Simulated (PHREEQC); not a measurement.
A solution holds 0.25 mol Cu(NO3)2, 0.0096 mol HCl and 0.023 mol FeCl3 per kg of water, at 25 °C. Closed to the air; pH follows from the charge balance.

The numbers come from PHREEQC with the ion-association model, phreeqc.dat.

Precipitation was switched off in this run.

### Question
Predict the pH, activity of water.

### Answer
pH 1.98; activity of water 0.986.

### Question
In which forms is Cl present?

### Answer
Cl- 80 %, CuCl+ 11 %, FeCl+2 7.6 %, FeCl2+ 0.7 % of the Cl.

The solution is supersaturated, for example in Hematite (slow to form), Goethite (slow to form), so a real one may precipitate; this is no full list. The ionic strength is past about 0.7 mol/kgw, beyond the range of this activity model, so the values are rough.
